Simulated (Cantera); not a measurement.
Mixture: 15.8 % CH4, 2.06 % H2, 17.3 % O2, 64.8 % N2, at 2.20 bar, adiabatic and at constant pressure. Ignition delay is the time to a rise of 400 K.

Computed with Cantera and GRI-Mech 3.0 (53 species, 325 reactions). Below about 1000 K GRI-Mech 3.0 lacks low-temperature oxidation paths. Below about 950 K walls govern HO2 and H2O2 in real vessels.

### Question
Predict: delay at 925 K; delay at 1025 K; delay at 1125 K; delay at 1225 K; delay at 1325 K; apparent activation energy between 1275 and 1375 K.

### Answer
```
Item                                                    Result
--------------------------------------------------  ----------
delay at 925 K                                         0.191 s
delay at 1025 K                                        49.2 ms
delay at 1125 K                                        19.2 ms
delay at 1225 K                                        7.20 ms
delay at 1325 K                                        2.64 ms
apparent activation energy between 1275 and 1375 K  150 kJ/mol
```
